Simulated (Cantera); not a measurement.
Input (Python, Cantera) and output of one run.

```python
import numpy as np
import cantera as ct

gas_names = [...]  # 109 gases of nasa_gas.yaml made of C, Cl, H, Si
cond_names = """
    C(gr) C6H6(L) C7H8(L) C8H18(L),n-octa Si(cr) Si(L) SiC(b)
""".split()


# ... load() reads the species with a 1 bar reference pressure and builds the phases ...
atoms = {
    '(CH3)2SiCl2': {'C': 2, 'H': 6, 'Si': 1, 'CL': 2},
    'CH4': {'C': 1, 'H': 4},
    'H2': {'H': 2},
}
top_T = {'C(gr)': 4500, 'SiC(b)': 3050}  # K; cautious upper limits of use, not melting points


# ... equilibrate(T, P, feed) seeds the gas with the atoms and calls Mixture.equilibrate('TP', solver="vcs", rtol=1e-11, max_steps=5000) ...
results = []
feed = {'(CH3)2SiCl2': 1, 'CH4': 2.9, 'H2': 46}  # mol
P = 100000  # Pa
for T in [2098, 2123, 2148, 2173, 2198, 2223, 2248, 2273, 2298, 2323, 2348, 2373, 2398, 2423]:
    mix = equilibrate(T, P, feed)
    results.append((T, P, feed, dict(zip(mix.species_names, mix.species_moles))))

top = {s: max(r[3][s] / sum(r[3][g] for g in gas_names) for r in results) for s in gas_names}
cols = sorted((s for s in top if top[s] > 1e-05), key=lambda s: -top[s])[:5]
seen = [c for c in cond_names if any(r[3].get(c, 0) > 1e-12 for r in results)]
print("log10 of partial pressures in bar; condensed amounts in mol")
print(f"{'T/K':>10s}" + "".join(f"{s[:9]:>10s}" for s in cols + seen))
for T, P, feed, n in results:
    ng = sum(n[g] for g in gas_names)
    print(f"{T:10.4g}" + "".join(f"{np.log10(max(n[s] / ng * P / 1e5, 1e-99)):10.3f}" for s in cols)
          + "".join(f"{n.get(c, 0):10.4g}" for c in seen))
```

Result:

```
log10 of partial pressures in bar; condensed amounts in mol
       T/K        H2       HCL         H C2H2,acet        Si     C(gr)    SiC(b)
      2098    -0.018    -1.453    -2.521    -2.863    -4.995     3.742    0.9858
      2123    -0.018    -1.453    -2.454    -2.799    -4.845      3.72    0.9844
      2148    -0.019    -1.454    -2.389    -2.736    -4.698     3.694    0.9829
      2173    -0.019    -1.455    -2.326    -2.675    -4.554     3.665    0.9811
      2198    -0.019    -1.455    -2.264    -2.615    -4.414     3.633    0.9789
      2223    -0.020    -1.456    -2.203    -2.557    -4.277     3.597    0.9762
      2248    -0.021    -1.457    -2.144    -2.500    -4.143     3.556     0.973
      2273    -0.021    -1.458    -2.086    -2.445    -4.012     3.511     0.969
      2298    -0.022    -1.459    -2.030    -2.391    -3.884     3.461    0.9641
      2323    -0.023    -1.460    -1.974    -2.338    -3.758     3.406     0.958
      2348    -0.024    -1.462    -1.920    -2.286    -3.636     3.346    0.9503
      2373    -0.025    -1.463    -1.867    -2.236    -3.516     3.281    0.9407
      2398    -0.026    -1.465    -1.816    -2.187    -3.398      3.21    0.9286
      2423    -0.027    -1.466    -1.765    -2.139    -3.283     3.133    0.9133
```

These are equilibrium values from Cantera (NASA tables, ideal gas, pure condensed phases), not measurements of a reactor. The feed counts by its element totals alone. The tables' values for SiCl are old estimates; treat these amounts as uncertain. Gases not in the tables: Si2H6 and higher silanes.
